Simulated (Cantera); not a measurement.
What does this Cantera script print?

```python
import numpy as np
import cantera as ct

gas_names = [...]  # 47 gases of nasa_gas.yaml made of Cl, H, N, O, Si
cond_names = """
    H2O(s) H2O(L) NH4CL(a) NH4CL(b) Si(cr) Si(L) SiO2(Lqz) SiO2(hqz) SiO2(L) Si2N2O(s) Si3N4(a)
""".split()


# ... load() reads the species with a 1 bar reference pressure and builds the phases ...
atoms = {
    'SiH2Cl2': {'Si': 1, 'H': 2, 'CL': 2},
    'N2O': {'N': 2, 'O': 1},
}
top_T = {'Si2N2O(s)': 2100, 'Si3N4(a)': 2400}  # K; cautious upper limits of use, not melting points


# ... equilibrate(T, P, feed) seeds the gas with the atoms and calls Mixture.equilibrate('TP', solver="vcs", rtol=1e-11, max_steps=5000) ...
results = []
feed = {'SiH2Cl2': 1, 'N2O': 2.9}  # mol
T = 1873.15  # K
P = 1000  # Pa
mix = equilibrate(T, P, feed)
results.append((T, P, feed, dict(zip(mix.species_names, mix.species_moles))))
x = sorted(zip(gas.X, gas.species_names), reverse=True)
print(f"T = {T:g} K  P = {P:g} Pa  gas = {mix.phase_moles(0):.4g} mol")
print("   x: " + "  ".join(f"{s} {v:.3e}" for v, s in x if v > 1e-05))
print("   condensed (mol): " + ("  ".join(f"{mix.phase(i).name} {mix.phase_moles(i):.4g}"
      for i in range(1, mix.n_phases) if mix.phase_moles(i) > 1e-12) or "none"))
```

Output:

```
T = 1873.15 K  P = 1000 Pa  gas = 5.482 mol
   x: N2 5.279e-01  HCL 2.705e-01  CL 9.344e-02  O2 5.679e-02  H2O 4.613e-02  NO 2.246e-03  OH 1.634e-03  O 5.640e-04  CL2 4.513e-04  H2 2.007e-04  H 9.155e-05  CLO 3.718e-05
   condensed (mol): SiO2(L) 1
```

These are equilibrium values from Cantera (NASA tables, ideal gas, pure condensed phases), not measurements of a reactor. The tables hold silica as quartz up to 1696 K and as liquid above; real silica turns to tridymite and cristobalite and melts near 1996 K.
